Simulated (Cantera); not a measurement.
A closed system holds: 1 mol SiH4, 180 mol N2, at 1550 °C.

Equilibrium computed with Cantera from the NASA thermochemical tables; the gas is ideal and each condensed phase is pure. Candidate condensed phases: Si, Si3N4; 18 gas species. Equilibrium is a limit: real reactors are often held back by kinetics, nucleation or transport.

Task: At 30000 Pa, list the 3 most abundant gas species with their mole fractions, and the condensed phases.

Result: N2 0.989, H2 0.0110, H 8.29e-5. Condensed: Si3N4(s).
